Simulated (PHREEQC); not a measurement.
**Polishing slurry liquid (model solution)**

Make-up at 20 °C: 0.0067 mol KOH and 0.00059 mol CO2 per kg of water. Closed to the air; pH follows from the charge balance.

Equilibrium calculation in PHREEQC: Pitzer model, pitzer.dat.

The pH comes out as 11.87 and the ionic strength is 0.00728 mol/kgw. The specific conductance is 1390 µS/cm, the osmotic coefficient comes out as 0.969 and the total alkalinity is 6.70 meq/kg.

```
species  molality  activity   log γ
-------  --------  --------  ------
K+        0.00670   0.00613  -0.039
OH-       0.00553   0.00507  -0.038
CO3-2    0.000576  0.000401  -0.157
HCO3-     1.44e-5   1.32e-5  -0.039
```

Precipitation was switched off in this run. Complexes and solids missing from the database can't appear.
